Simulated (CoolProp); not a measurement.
Vapour-liquid equilibrium of R114 (1) + R113 (2) at 1.24 bar; x and y are mole fractions of (1).

Values from CoolProp's multi-fluid Helmholtz-energy mixture model, Platzer 1990 and Marx 1992; pair parameters Bell 2016. This equation is an older, rougher fit; its heat capacities, sound speeds and derivatives of the liquid may be far off and weren't checked against measurements.

Task: Give the bubble temperature and the first vapour's composition at x = 0.05, 0.5, 0.95. Is there an azeotrope?

Result: x = 0.05: 49.6 °C, y = 0.166; x = 0.5: 23.7 °C, y = 0.820; x = 0.95: 10.2 °C, y = 0.989. No azeotrope shows between x = 0.05 and 0.95.

Pair parameters are fitted to limited data, so mixtures are less certain than the pure fluids.
